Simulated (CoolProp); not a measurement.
Vapour-liquid equilibrium of sulfur dioxide (1) + toluene (2) at 0.0707 MPa; x and y are mole fractions of (1).

Computed with CoolProp (multi-fluid Helmholtz-energy mixture model, Gao 2016 and Lemmon 2006; pair parameters Bell 2016).

```tsv
x	bubble temperature, mixture model (°C)	bubble temperature, Raoult's law (°C)	y, mixture model	y, Raoult's law
0.05	…	59.0	0.654	0.760
0.2	24.9	20.9	0.957	0.965
0.35	6.8	6.3	0.987	0.988
0.5	…	-2.4	0.995	0.995
0.65	-9.1	-8.5	…	0.997
0.8	-13.3	-13.1	0.999	0.999
0.95	-16.7	-16.7	1.000	1.000
```

Problem. Fill in the missing entries.

Solution. 
- 0.05, bubble temperature, mixture model (°C): 68.0
- 0.5, bubble temperature, mixture model (°C): -3.1
- 0.65, y, mixture model: 0.998

The largest gap from Raoult's law is +9.0 K in bubble temperature, at x = 0.05. No azeotrope shows between x = 0.05 and 0.95.

Pair parameters are fitted to limited data, so mixtures are less certain than the pure fluids. The gap from Raoult's law changes sign with composition, which may be real or a fault of the pair parameters; it wasn't checked against measurements.
